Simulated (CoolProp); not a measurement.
Computed with CoolProp (reference Helmholtz-energy equation of state, Zhou 2012).

Q: For o-xylene, give the phase and the expansivity (1/kK), viscosity (µPa s) at 531.3 K and 2.55 MPa.

A: 
- 531.3 K and 2.55 MPa: liquid; expansivity 2.16, viscosity 126

Viscosity comes from a separate model (Cao 2016).
